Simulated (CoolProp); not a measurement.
Model: reference Helmholtz-energy equation of state, Tillner-Roth 1997, in CoolProp.

**Question.** For CH2F2 (R32), give the phase and the cp (kJ/(kg K)), cv (kJ/(kg K)), isothermal compressibility (1/MPa), expansivity (1/kK) at 401.9 K and 1.81 MPa.

**Answer.** 
- 401.9 K and 1.81 MPa: gas; cp 1.11, cv 0.870, isothermal compressibility 0.600, expansivity 3.29
